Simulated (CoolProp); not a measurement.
Properties of 1,2-dichloroethane along the isotherm 494.9 K.

Model: reference Helmholtz-energy equation of state, Thol 2015, in CoolProp.

```csv
p (MPa),phase,density (kg/m³),isothermal compressibility (1/MPa),fugacity coefficient
0.218,gas,5.362,4.693,0.9782
0.436,gas,10.98,2.407,0.9565
0.653,gas,16.87,1.653,0.9349
0.871,gas,23.13,1.279,0.9133
1.09,gas,29.82,1.059,0.8916
1.31,gas,37.04,0.9192,0.8698
1.52,gas,44.48,0.8304,0.8490
1.74,gas,53.01,0.7699,0.8270
1.96,gas,62.53,0.7364,0.8049
2.18,liquid,881.9,0.009465,0.7510
2.4,liquid,883.7,0.009234,0.6862
2.61,liquid,885.4,0.009026,0.6346
```
